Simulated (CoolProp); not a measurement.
Decamethyltetrasiloxane (MD2M) along the isobar 1.29 MPa: fugacity coefficient from the reference equation and from simpler models built on Tc = 326.2 °C, pc = 1.144 MPa, ω = 0.635; each cubic takes its own stable root.

The numbers come from the reference Helmholtz-energy equation of state, Thol 2017 in CoolProp.

```csv
T (°C),phase,reference
134.85,liquid,0.01602
143.75,liquid,0.02146
152.55,liquid,0.02819
161.45,liquid,0.03653
170.25,liquid,0.04651
179.05,liquid,0.05840
187.95,liquid,0.07255
196.75,liquid,0.08883
205.65,liquid,0.1077
214.45,liquid,0.1290
223.35,liquid,0.1532
232.15,liquid,0.1799
241.05,liquid,0.2097
249.85,liquid,0.2418
258.75,liquid,0.2772
267.55,liquid,0.3147
```

**Question.** How far does each simpler model (van der Waals, Redlich-Kwong, Peng-Robinson) lie from the reference over these 16 states: mean and median of the absolute difference, and the worst?

**Answer.** 
- van der Waals: mean 318.9 %, median 221.2 %, worst +964.3 % at 134.85 °C and 1.29 MPa
- Redlich-Kwong: mean 130.1 %, median 104.4 %, worst +325.6 % at 134.85 °C and 1.29 MPa
- Peng-Robinson: mean 1.3 %, median 1.2 %, worst +3.4 % at 134.85 °C and 1.29 MPa
